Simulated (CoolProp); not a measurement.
Vapour-liquid equilibrium of ethanol (1) + ethylbenzene (2) at 2.96 bar; x and y are mole fractions of (1).

Model: multi-fluid Helmholtz-energy mixture model, Schroeder 2014 and Zhou 2012; pair parameters Bell 2016, in CoolProp.

Question: Give the bubble temperature and the first vapour's composition at x = 0.15, 0.75, 0.85. Is there an azeotrope?

Answer: x = 0.15: 403.3 K, y = 0.725; x = 0.75: 384.5 K, y = 0.895; x = 0.85: 383.2 K, y = 0.924. No azeotrope shows between x = 0.05 and 0.95.

Pair parameters are fitted to limited data, so mixtures are less certain than the pure fluids. With so large a gap from Raoult's law the liquid may split in two, which this calculation doesn't test in full.
